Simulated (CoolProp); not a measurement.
A closed Brayton cycle with carbon dioxide: compressor inlet 319.15 K and 9.1 MPa, high pressure 20.8 MPa, turbine inlet 905 K, compressor efficiency 0.85, turbine efficiency 0.85, recuperator effectiveness 0.9 (on enthalpy, no pinch check). Each further row changes one setting.

Computed with CoolProp (reference Helmholtz-energy equation of state, Span 1996).

```json
[
 {"case": "as stated", "thermal efficiency (%)": "32.5", "net work (kJ/kg)": "82.7", "compressor to turbine work": "0.28", "compressor exit (K)": "374.5", "turbine exit (K)": "805.1"},
 {"case": "turbine inlet 855 K", "thermal efficiency (%)": "?", "net work (kJ/kg)": "75.8", "compressor to turbine work": "0.30", "compressor exit (K)": "374.5", "turbine exit (K)": "?"},
 {"case": "compressor inlet 329.15 K", "thermal efficiency (%)": "?", "net work (kJ/kg)": "74.5", "compressor to turbine work": "?", "compressor exit (K)": "396.2", "turbine exit (K)": "805.1"},
 {"case": "high pressure 17.7 MPa", "thermal efficiency (%)": "30.2", "net work (kJ/kg)": "?", "compressor to turbine work": "?", "compressor exit (K)": "363.5", "turbine exit (K)": "?"},
 {"case": "recuperator effectiveness 0.5", "thermal efficiency (%)": "18.1", "net work (kJ/kg)": "82.7", "compressor to turbine work": "0.28", "compressor exit (K)": "374.5", "turbine exit (K)": "805.1"}
]
```

Q: What belongs in the gaps?

A: 
- turbine inlet 855 K, thermal efficiency (%): 31.3
- turbine inlet 855 K, turbine exit (K): 758.5
- compressor inlet 329.15 K, thermal efficiency (%): 31.8
- compressor inlet 329.15 K, compressor to turbine work: 0.35
- high pressure 17.7 MPa, net work (kJ/kg): 68.8
- high pressure 17.7 MPa, compressor to turbine work: 0.27
- high pressure 17.7 MPa, turbine exit (K): 824.1
